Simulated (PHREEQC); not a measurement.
Synthetic water in mg/kgw, 70 °C, pH 6.31: Na 3670; K 757; Ca 335; Mg 83.4; Cl 6680; S(6) as SO4 649; Alkalinity as HCO3 0.36; Si as SiO2 90.1.

Valence states are taken as typed.

Model: Pitzer model, pitzer.dat, run in PHREEQC.

Precipitation was switched off in this run.

Problem. Predict the activity of water.

Solution. activity of water 0.994.

Problem. In which forms is C present?

Solution. HCO3- 59 %, CO2 41 % of the C.

Species that the database lacks are ignored. Away from 25 °C the constants follow the database's enthalpies or fits; those with neither stay at their 25 °C values.
